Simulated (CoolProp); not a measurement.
A single-stage vapour-compression cycle with carbonyl sulfide: evaporating at 206.15 K (dew point), condensing at 228.15 K (bubble point), superheat 10 K, subcooling 0 K, compressor efficiency 0.6, no pressure losses. Each further row changes one setting.

Model: reference Helmholtz-energy equation of state, Lemmon 2006, in CoolProp. It is a short technical equation, of lower accuracy than the large ones.

| case | cooling COP | pressure ratio | discharge temperature (K) | refrigerating effect (kJ/kg) | volumetric capacity (kJ/m³) |
|---|---|---|---|---|---|
| as stated | 4.98 | 2.96 | 308.5 | 300 | 439 |
| evaporating temperature 211.15 K | ___ | 2.26 | ___ | ___ | 569 |
| condensing temperature 223.15 K | ___ | 2.36 | ___ | 306 | 448 |
| subcooling 5 K | 5.08 | 2.96 | 308.5 | 306 | 448 |
| superheat 20 K | 4.86 | 2.96 | ___ | 306 | 428 |
| compressor efficiency 0.5 | 4.15 | 2.96 | ___ | 300 | 439 |

Question: Some entries are withheld; supply them.

Answer: 
- evaporating temperature 211.15 K, cooling COP: 6.76
- evaporating temperature 211.15 K, discharge temperature (K): 290.5
- evaporating temperature 211.15 K, refrigerating effect (kJ/kg): 303
- condensing temperature 223.15 K, cooling COP: 6.58
- condensing temperature 223.15 K, discharge temperature (K): 288.5
- superheat 20 K, discharge temperature (K): 321.1
- compressor efficiency 0.5, discharge temperature (K): 325.3
